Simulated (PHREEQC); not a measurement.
A solution holds 29 mmol/kgw CdCl2, 4.65 mmol/kgw MgSO4, 19 mmol/kgw HCl and 29 mmol/kgw NaCl, at 25 °C. Closed to the air; pH follows from the charge balance.

The numbers come from PHREEQC with the ion-association model, phreeqc.dat.

The ionic strength comes out as 0.0993 mol/kgw. What activity coefficients do Cd+2, HSO4-, Mg+2, Cd(SO4)2-2, CdCl3- get?

Cd+2 0.37, HSO4- 0.78, Mg+2 0.41, Cd(SO4)2-2 0.37, CdCl3- 0.78.

Precipitation was switched off in this run.
